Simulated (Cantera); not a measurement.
# Adiabatic ignition

An adiabatic, constant-volume homogeneous reactor starts with CO : H₂ : O₂ : N₂ = 1 : 0.061 : 0.221 : 0.641 (molar parts), equivalence ratio 2.4, at 1525 K and 10.0 bar.

Cantera simulation using GRI-Mech 3.0 (53 species, 325 reactions); the numbers are that mechanism's predictions, not measurements. The hydrogen kinetics of GRI-Mech 3.0 are dated; newer H2 mechanisms differ, most at raised pressure. Above 3000 K some thermodynamic fits are extrapolated.

```tsv
t (s)	T (K)	P (bar)	x CO	x H₂	x O₂	x NO	x NO₂	x CO₂	x OH
3.00e-6	1754	11.4	0.497	0.0102	0.0870	1.34e-6	3.69e-9	0.0284	0.00412
8.68e-6	3141	18.8	0.382	0.00545	0.0118	0.00108	6.89e-7	0.189	0.00981
2.51e-5	3233	19.2	0.377	0.00550	0.00772	0.00442	1.84e-6	0.198	0.00845
7.27e-5	3221	19.1	0.378	0.00559	0.00710	0.00727	2.92e-6	0.197	0.00813
0.000211	3220	19.1	0.378	0.00560	0.00703	0.00764	3.06e-6	0.197	0.00809
0.000609	3220	19.1	0.378	0.00560	0.00703	0.00764	3.06e-6	0.197	0.00809
0.00176	3220	19.1	0.378	0.00560	0.00703	0.00764	3.06e-6	0.197	0.00809
0.00510	3220	19.1	0.378	0.00560	0.00703	0.00764	3.06e-6	0.197	0.00809
0.0148	3220	19.1	0.378	0.00560	0.00703	0.00764	3.06e-6	0.197	0.00809
0.0428	3220	19.1	0.378	0.00560	0.00703	0.00764	3.06e-6	0.197	0.00809
0.124	3220	19.1	0.378	0.00560	0.00703	0.00764	3.06e-6	0.197	0.00809
0.358	3220	19.1	0.378	0.00560	0.00703	0.00764	3.06e-6	0.197	0.00809
1.04	3220	19.1	0.378	0.00560	0.00703	0.00764	3.06e-6	0.197	0.00809
3.00	3220	19.1	0.378	0.00560	0.00703	0.00764	3.06e-6	0.197	0.00809
```
x: mole fraction; the columns are a selection and need not sum to one.

```
Item                                                                 Value
---------------------------------  ---------------------------------------
time of steepest temperature rise                                  3.52 µs
temperature at 3.00 s                                               3220 K
equilibrium temperature                                             3220 K
x(CO) at 3.00 s                        0.378 (gas-phase equilibrium 0.378)
x(H₂) at 3.00 s                    0.00560 (gas-phase equilibrium 0.00560)
x(O₂) at 3.00 s                    0.00703 (gas-phase equilibrium 0.00703)
```
